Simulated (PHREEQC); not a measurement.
A solution holds 14 mmol/kgw K2SiO3 and 6.9 mmol/kgw MgBr2, at 91 °C and 500 atm. Closed to the air; pH follows from the charge balance.

The numbers come from PHREEQC with the Pitzer model, pitzer.dat.

Each row changes one thing in this solution. This is a speciation only: nothing precipitates in the calculation.

```json
[
 {"case": "as made", "pH": "10.12", "ionic strength (mol/kgw)": "0.0421", "MgOH+ (mol/kgw)": "0.00367", "Mg+2 (mol/kgw)": "0.00323"},
 {"case": "temperature from 91 to 35 °C", "pH": "11.42", "ionic strength (mol/kgw)": "0.0455", "MgOH+ (mol/kgw)": "0.00235", "Mg+2 (mol/kgw)": "0.00455"},
 {"case": "0.0006 mol/kgw HBr added", "pH": "10.10", "ionic strength (mol/kgw)": "?", "MgOH+ (mol/kgw)": "0.00360", "Mg+2 (mol/kgw)": "?"},
 {"case": "K2SiO3 left out", "pH": "5.95", "ionic strength (mol/kgw)": "?", "MgOH+ (mol/kgw)": "?", "Mg+2 (mol/kgw)": "0.00690"}
]
```

Question: What belongs in the gaps?

Answer: 
- 0.0006 mol/kgw HBr added, ionic strength (mol/kgw): 0.0422
- 0.0006 mol/kgw HBr added, Mg+2 (mol/kgw): 0.00330
- K2SiO3 left out, ionic strength (mol/kgw): 0.0207
- K2SiO3 left out, MgOH+ (mol/kgw): 6.62e-7

Under pressure, the constants of complexes without a molar volume in the database are unreliable. At this temperature some constants are extrapolated from 25 °C, and those without enthalpy data are left unchanged.
